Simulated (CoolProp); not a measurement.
Vapour-liquid equilibrium of CHF3 (R23) (1) + R152A (2) at 0.333 MPa; x and y are mole fractions of (1).

Computed with CoolProp (multi-fluid Helmholtz-energy mixture model, Penoncello 2003 and Outcalt 1996; pair parameters Bell 2016).

### Question
Give the bubble temperature and the first vapour's composition at x = 0.05, 0.2, 0.5. Is there an azeotrope?

### Answer
x = 0.05: -1.2 °C, y = 0.260; x = 0.2: -19.7 °C, y = 0.684; x = 0.5: -41.4 °C, y = 0.926. No azeotrope shows between x = 0.05 and 0.95.

The pair parameters rest on a limited set of measurements; away from them the model extrapolates.
